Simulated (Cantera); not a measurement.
An adiabatic, constant-pressure homogeneous reactor starts with CH₄ : O₂ : N₂ = 1 : 4.08 : 15.3 (molar parts), at 1425 K and 10500 Torr.

Computed with Cantera and GRI-Mech 3.0 (53 species, 325 reactions). The pressure lies above the range GRI-Mech 3.0 was tuned for (to about 10 atm).

Task: Predict: time of steepest temperature rise; temperature at 6.00 s; equilibrium temperature; x(O₂) at 6.00 s; x(O) at 6.00 s; x(NO₂) at 6.00 s.

Result: 
```json
{
  "time_of_steepest_temperature_rise": "0.219 ms",
  "temperature at 6.00 s": "2389 K",
  "equilibrium_temperature": "2389 K",
  "x(O₂) at 6.00 s": "0.0949 (gas-phase equilibrium 0.0949)",
  "x(O) at 6.00 s": "0.000676 (gas-phase equilibrium 0.000676)",
  "x(NO₂) at 6.00 s": "3.10e-5 (gas-phase equilibrium 3.10e-5)"
}
```
